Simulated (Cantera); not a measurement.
A closed system holds: 1 mol Pb, 5.1 mol NH₃, 1.7 mol H₂, held at 1200 K and 99.0 Pa.

These are equilibrium values from Cantera (NASA tables, ideal gas, pure condensed phases), not measurements of a reactor. Candidate condensed phases: Pb; 11 gas species. Equilibrium is a limit: real reactors are often held back by kinetics, nucleation or transport.

Base state: H₂ 0.725, N₂ 0.198, Pb 0.0775 (mole fractions); condensed: gas only.

Q: What changes in the equilibrium state with this change: temperature from 1200 K to 975 K?

A: 
```csv
species,before,after
H₂,0.725,0.778
N₂,0.198,0.212
Pb,0.0775,0.00926
"Pb(l), mol",0,0.889
```

Q: What changes in the equilibrium state with this change: pressure from 99.0 Pa to 2.60 bar?

A: 
```json
[
 {"species": "H₂", "before": "0.725", "after": "0.785"},
 {"species": "N₂", "before": "0.198", "after": "0.214"},
 {"species": "Pb", "before": "0.0775", "after": "0.000247"},
 {"species": "NH₃", "before": "5.19e-8", "after": "0.000160"},
 {"species": "Pb(l), mol", "before": "0", "after": "0.997"}
]
```

Q: What changes in the equilibrium state with this change: temperature from 1200 K to 948 K?

A: 
```csv
species,before,after
H₂,0.725,0.782
N₂,0.198,0.213
Pb,0.0775,0.00484
"Pb(l), mol",0,0.942
```
